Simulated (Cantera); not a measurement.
Feed: 1 mol ZrO2, 14 mol H2, at 1675 °C and 4.95 Torr.

These are equilibrium values from Cantera (NASA tables, ideal gas, pure condensed phases), not measurements of a reactor. Candidate condensed phases: H2O, Zr, ZrO2; 12 gas species. Rates play no part.

Base state: H2 0.986, H 0.0138 (mole fractions); condensed: ZrO2(tetragonal).

Question: What changes in the equilibrium state with this change: temperature from 1675 °C to 1800 °C?

Answer: 
```
species                before   after
---------------------  ------  ------
H2                      0.986   0.968
H                      0.0138  0.0319
ZrO2(tetragonal), mol   1.000   1.000
```

Question: What changes in the equilibrium state with this change: pressure from 4.95 Torr to 1.00 Torr?

Answer: 
| species | before | after |
|---|---|---|
| H2 | 0.986 | 0.969 |
| H | 0.0138 | 0.0305 |
| ZrO2(tetragonal), mol | 1.000 | 1.000 |
